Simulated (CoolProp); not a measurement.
Vapour-liquid equilibrium of carbon dioxide (1) + R142b (2) at -22.65 °C; x and y are mole fractions of (1).

The numbers come from the multi-fluid Helmholtz-energy mixture model, Span 1996 and Lemmon 2006; pair parameters Bell 2016 in CoolProp.

```json
[
 {"x": "0.05", "bubble pressure (MPa)": "0.1262", "y at the bubble point": "0.564", "dew pressure at overall composition x (MPa)": "0.05950", "liquid density (mol/L)": "12.52"},
 {"x": "0.125", "bubble pressure (MPa)": "0.2437", "y at the bubble point": "0.786", "dew pressure at overall composition x (MPa)": "0.06450", "liquid density (mol/L)": "13.06"},
 {"x": "0.2", "bubble pressure (MPa)": "0.3723", "y at the bubble point": "0.868", "dew pressure at overall composition x (MPa)": "0.07040", "liquid density (mol/L)": "13.65"},
 {"x": "0.275", "bubble pressure (MPa)": "0.5071", "y at the bubble point": "0.909", "dew pressure at overall composition x (MPa)": "0.07747", "liquid density (mol/L)": "14.27"},
 {"x": "0.35", "bubble pressure (MPa)": "0.6441", "y at the bubble point": "0.933", "dew pressure at overall composition x (MPa)": "0.08610", "liquid density (mol/L)": "14.94"},
 {"x": "0.425", "bubble pressure (MPa)": "0.7799", "y at the bubble point": "0.949", "dew pressure at overall composition x (MPa)": "0.09689", "liquid density (mol/L)": "15.66"},
 {"x": "0.5", "bubble pressure (MPa)": "0.9128", "y at the bubble point": "0.960", "dew pressure at overall composition x (MPa)": "0.1107", "liquid density (mol/L)": "16.44"},
 {"x": "0.575", "bubble pressure (MPa)": "1.042", "y at the bubble point": "0.968", "dew pressure at overall composition x (MPa)": "0.1292", "liquid density (mol/L)": "17.28"},
 {"x": "0.65", "bubble pressure (MPa)": "1.170", "y at the bubble point": "0.975", "dew pressure at overall composition x (MPa)": "0.1551", "liquid density (mol/L)": "18.18"},
 {"x": "0.725", "bubble pressure (MPa)": "1.297", "y at the bubble point": "0.981", "dew pressure at overall composition x (MPa)": "0.1940", "liquid density (mol/L)": "19.17"},
 {"x": "0.8", "bubble pressure (MPa)": "1.426", "y at the bubble point": "0.986", "dew pressure at overall composition x (MPa)": "0.2592", "liquid density (mol/L)": "20.26"},
 {"x": "0.875", "bubble pressure (MPa)": "1.562", "y at the bubble point": "0.991", "dew pressure at overall composition x (MPa)": "0.3909", "liquid density (mol/L)": "21.45"},
 {"x": "0.95", "bubble pressure (MPa)": "1.708", "y at the bubble point": "0.996", "dew pressure at overall composition x (MPa)": "0.7925", "liquid density (mol/L)": "22.76"}
]
```

No azeotrope shows between x = 0.05 and 0.95.

Pair parameters are fitted to limited data, so mixtures are less certain than the pure fluids.
